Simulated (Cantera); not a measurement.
A closed system holds: 1 mol B₂H₆, a varied amount of N₂, held at 1473 K and 10.0 Torr.

Equilibrium computed with Cantera from the NASA thermochemical tables; the gas is ideal and each condensed phase is pure. Candidate condensed phases: B, BN; 15 gas species. The feed counts by its element totals alone. N₂ is the only nitrogen source here; it is nearly inert below about 1500 K, so the nitride shown seldom forms there in practice. Kinetics and transport are ignored.

Question: At 4.8 mol N₂, list the 3 most abundant gas species with their mole fractions, and the condensed phases.

Answer: N₂ 0.559, H₂ 0.441, H 7.28e-5. Condensed: BN(s).
